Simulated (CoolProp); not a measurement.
Saturation properties of hexamethyldisiloxane (MM).

Computed with CoolProp (reference Helmholtz-energy equation of state, Thol 2016).

```tsv
T (K)	p (MPa)	enthalpy of vaporisation (kJ/kg)	vapour Z
399.3	0.2015	178.5	0.8970
410.1	0.2613	171.9	0.8762
420.8	0.3329	(withheld)	0.8530
431.5	0.4186	157.8	(withheld)
442.2	0.5200	(withheld)	0.7973
452.9	0.6391	141.3	0.7642
463.6	0.7780	131.8	0.7268
474.3	0.9392	121.1	0.6843
```

Question: Some entries are withheld; supply them.

Answer: 
- 420.8, enthalpy of vaporisation (kJ/kg): 165.1
- 431.5, vapour Z: 0.8268
- 442.2, enthalpy of vaporisation (kJ/kg): 149.9

It boils at 373.7 K under 1 atm.
